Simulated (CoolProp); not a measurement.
The numbers come from the reference Helmholtz-energy equation of state, Thol 2015 in CoolProp.

Problem. For octamethylcyclotetrasiloxane (D4), give the phase and the Joule-Thomson coefficient (K/MPa), isothermal compressibility (1/MPa) at 335.7 K and 101 kPa; 385.3 K and 101 kPa.

Solution. 
- 335.7 K and 101 kPa: liquid; Joule-Thomson coefficient -0.361, isothermal compressibility 0.00210
- 385.3 K and 101 kPa: liquid; Joule-Thomson coefficient -0.283, isothermal compressibility 0.00337
